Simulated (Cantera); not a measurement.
Cantera run, input and output.

```python
import numpy as np
import cantera as ct

gas = ct.Solution("gri30.yaml")
gas.TP = 300, 45000
flame = ct.CounterflowDiffusionFlame(gas, width=0.02)
flame.fuel_inlet.X, flame.fuel_inlet.T = {'CH4': 1, 'CO': 0.077, 'N2': 2}, 498
flame.oxidizer_inlet.X, flame.oxidizer_inlet.T = {'O2': 0.28, 'N2': 0.72}, 300
flame.set_refine_criteria(ratio=3, slope=0.12, curve=0.24, prune=0.03)
show = ['OH', 'H', 'NO', 'CO', 'C2H2']

rows = []
print(f"{'mdot':>8s}{'a_max':>10s}{'a_mean':>10s}{'Tmax/K':>9s}" + "".join(f"{s:>11s}" for s in show) + "   (peak mole fractions)")
for i, mdot in enumerate([0.11, 0.16, 0.22, 0.3, 0.41, 0.57, 0.79, 1.1, 1.5, 2.1]):  # kg/m2/s on the oxidiser side
    flame.oxidizer_inlet.mdot, flame.fuel_inlet.mdot = mdot, 0.63 * mdot
    flame.solve(loglevel=0, auto=(i == 0))
    if flame.T.max() < max(498, 300) + 100:
        print(f"{mdot:8.3g}  no burning solution found from the previous one")
        break
    dT = np.abs(np.gradient(flame.T, flame.grid))
    rows.append([flame.strain_rate("max"), flame.strain_rate("mean"), flame.T.max(),
                 *(flame.X[gas.species_index(s)].max() for s in show), max(dT[0], dT[-1]) / dT.max()])
    print(f"{mdot:8.3g}{rows[-1][0]:10.1f}{rows[-1][1]:10.1f}{rows[-1][2]:9.1f}" + "".join(f"{x:11.3e}" for x in rows[-1][3:-1]))
```

Result:

```
    mdot     a_max    a_mean   Tmax/K         OH          H         NO         CO       C2H2   (peak mole fractions)
    0.11     122.7      23.7   2012.7  8.206e-03  4.918e-03  2.308e-04  5.598e-02  6.961e-03
    0.16     168.0      34.5   1996.0  8.109e-03  5.146e-03  2.066e-04  5.576e-02  6.713e-03
    0.22     221.1      47.4   1980.2  7.945e-03  5.314e-03  1.830e-04  5.550e-02  6.416e-03
     0.3     290.4      64.6   1963.7  7.790e-03  5.447e-03  1.582e-04  5.534e-02  6.055e-03
    0.41     383.7      88.3   1946.5  7.575e-03  5.545e-03  1.323e-04  5.534e-02  5.622e-03
    0.57     516.3     122.7   1925.4  7.267e-03  5.570e-03  1.039e-04  5.546e-02  5.030e-03
    0.79     694.4     170.1   1897.7  6.807e-03  5.457e-03  7.509e-05  5.568e-02  4.240e-03
     1.1     938.8     236.8   1860.3  6.148e-03  5.120e-03  4.686e-05  5.607e-02  3.231e-03
     1.5    1242.5     322.9   1804.1  5.136e-03  4.363e-03  2.208e-05  5.637e-02  2.021e-03
     2.1  no burning solution found from the previous one
```

Cantera simulation using GRI-Mech 3.0 (53 species, 325 reactions); the numbers are that mechanism's predictions, not measurements. GRI-Mech 3.0 has no aromatics or soot, which form on the fuel side of real flames. The maximum strain rate includes the flame's own expansion and is several times the mean. A flux with no burning solution from the previous one only brackets extinction.
